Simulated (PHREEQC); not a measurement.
Consider water at 85 °C with 110 mmol/kgw ZnSO4, 3.9 mmol/kgw NaCl and 1.8 mmol/kgw H2SO4. Closed to the air; pH follows from the charge balance.

Equilibrium calculation in PHREEQC: ion-association model, phreeqc.dat.

```json
[
 {"quantity": "pH", "before": "3.35", "after": "2.92"},
 {"quantity": "ionic strength (mol/kgw)", "before": "0.218", "after": "0.226"},
 {"quantity": "Zn+2 (mol/kgw)", "before": "0.0534", "after": "0.0551"},
 {"quantity": "ZnSO4 (mol/kgw)", "before": "0.0452", "after": "0.0415"},
 {"quantity": "SO4-2 (mol/kgw)", "before": "0.0423", "after": "0.0416"},
 {"quantity": "Zn(SO4)2-2 (mol/kgw)", "before": "0.0105", "after": "0.0132"},
 {"quantity": "SI of Halite (NaCl)", "before": "-6.89", "after": "-6.72"}
]
```

Question: Name the change that produced these shifts.
A) temperature from 85 to 30 °C
B) temperature from 85 to 55 °C
C) diluted 5-fold with water
D) H2SO4 from 0.0018 to 0.00036 mol/kgw

Answer: A, temperature from 85 to 30 °C

No solid was allowed to form. At this temperature some constants are extrapolated from 25 °C, and those without enthalpy data are left unchanged.
